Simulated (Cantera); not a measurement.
A Cantera script and what it prints.

```python
import numpy as np
import cantera as ct

gas_names = """
    H2 H2O2
""".split()
cond_names = """
    CaO(s) CaO(L) CaO2H2(s)
""".split()


# ... load() reads the species with a 1 bar reference pressure and builds the phases ...
species = {s.name: s for s in load("nasa_gas.yaml", gas_names) + load("nasa_condensed.yaml", cond_names)}
# Each term lists the table entries of one substance; the one whose range holds T is used.
reactions = {
    'H2(g) + 2 CaO + H2O2(g) = 2 Ca(OH)2':
        [(-1, ['H2']), (-2, ['CaO(s)', 'CaO(L)']), (-1, ['H2O2']), (2, ['CaO2H2(s)'])],
}


def pick(names, T):
    return next(species[n] for n in names if species[n].thermo.min_temp <= T <= species[n].thermo.max_temp)


results = []
for label, terms in reactions.items():
    print(label)
    print("     T/K   dH/kJ  dS/(J/K)   dG/kJ   log10 K")
    for T in [475, 550, 625, 700, 775, 850, 925, 1000]:
        used = [(nu, pick(names, T)) for nu, names in terms]
        dH = sum(nu * s.thermo.h(T) for nu, s in used) / 1e6
        dS = sum(nu * s.thermo.s(T) for nu, s in used) / 1e3
        dG = dH - T * dS / 1e3
        logK = -dG * 1e6 / (ct.gas_constant * T * np.log(10))
        results.append((label, T, dH, dS, dG, logK, [s.name for _, s in used]))
        print(f"{T:8g} {dH:8.1f} {dS:8.1f} {dG:8.1f} {logK:8.2f}")
```

Result:

```
H2(g) + 2 CaO + H2O2(g) = 2 Ca(OH)2
     T/K   dH/kJ  dS/(J/K)   dG/kJ   log10 K
     475   -561.0   -262.7   -436.2    47.97
     550   -558.7   -258.2   -416.7    39.57
     625   -556.4   -254.2   -397.5    33.22
     700   -554.0   -250.6   -378.6    28.25
     775   -551.5   -247.3   -359.9    24.26
     850   -549.0   -244.1   -341.5    20.98
     925   -546.3   -241.1   -323.3    18.25
    1000   -543.6   -238.3   -305.3    15.95
```

Source: NASA polynomial tables (part measured, part estimated), evaluated in Cantera. Condensed species are held in their standard states even where they would react or evaporate.
